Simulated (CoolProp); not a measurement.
Sulfur dioxide along the isobar 157 bar: density (kg/m³) from the reference equation and from simpler models built on Tc = 430.6 K, pc = 78.87 bar, ω = 0.256; each cubic takes its own stable root.

Values from CoolProp's reference Helmholtz-energy equation of state, Gao 2016.

| T (K) | phase | reference |
|---|---|---|
| 333.4 | liquid | 1304 |
| 337.3 | liquid | 1293 |
| 341.3 | liquid | 1282 |
| 345.2 | liquid | 1271 |
| 349.1 | liquid | 1259 |
| 353.1 | liquid | 1247 |
| 357 | liquid | 1236 |
| 360.9 | liquid | 1224 |
| 364.9 | liquid | 1211 |
| 368.8 | liquid | 1199 |
| 372.8 | liquid | 1186 |
| 376.7 | liquid | 1173 |
| 380.6 | liquid | 1159 |
| 384.6 | liquid | 1146 |

Question: How far does each simpler model (Redlich-Kwong, Peng-Robinson) lie from the reference over these 14 states: mean and median of the absolute difference, and the worst?

Answer: 
- Redlich-Kwong: mean 13.6 %, median 13.6 %, worst -14.3 % at 384.6 K and 157 bar
- Peng-Robinson: mean 0.7 %, median 0.8 %, worst +1.4 % at 333.4 K and 157 bar
